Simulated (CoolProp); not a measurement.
Aqueous potassium carbonate as a coolant, 38 % by mass, freezing at -32.8 °C, 1 atm.

The numbers come from the Melinder's fits for secondary coolants in CoolProp.

```tsv
T (°C)	viscosity (mPa s)	cp (kJ/(kg K))	density (kg/m³)	conductivity (W/(m K))
-23.9	18.9	2.678	1409	0.488
-16.9	13.4	2.690	1407	0.499
-9.8	9.85	2.702	1405	0.511
-2.8	7.55	2.714	1402	0.522
4.3	5.96	2.727	1399	0.534
11.3	4.85	2.740	1395	0.545
18.3	4.03	2.753	1392	0.556
25.4	3.41	2.766	1388	0.567
32.4	2.93	2.779	1384	0.578
39.5	2.53	2.792	1380	0.589
```
